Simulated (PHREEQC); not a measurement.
Make-up at 25 °C: 11 mmol/kgw CuSO4, 7.7 mmol/kgw HCl and 4.4 mmol/kgw NaCl. Closed to the air; pH follows from the charge balance.

Model: ion-association model, phreeqc.dat, run in PHREEQC.

Precipitation was switched off in this run.

Q: Order these Cu species by the share of Cu that they hold, largest first: Cu+2, CuCl+, CuSO4.

A: Cu+2 (75 %), CuSO4 (24 %), CuCl+ (1.2 %)

The pH is 2.30 and the ionic strength 0.0415 mol/kgw. Complexes and solids missing from the database can't appear.
